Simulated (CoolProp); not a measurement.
Oxygen at 515.52 K and 0.29 MPa is throttled through a valve to 0.057 MPa with no heat exchange. Each further row changes one setting.

The numbers come from the reference Helmholtz-energy equation of state, Schmidt 1985 in CoolProp.

| case | temperature change (K) | final density (kg/m³) |
|---|---|---|
| as stated | -0.2 | … |
| outlet pressure 0.0171 MPa | -0.2 | … |
| outlet pressure 0.0741 MPa | … | … |

Problem. Fill in the missing entries.

Solution. 
- as stated, final density (kg/m³): 0.426
- outlet pressure 0.0171 MPa, final density (kg/m³): 0.128
- outlet pressure 0.0741 MPa, temperature change (K): -0.1
- outlet pressure 0.0741 MPa, final density (kg/m³): 0.553

Above 300 K oxygen's equation is extrapolated.
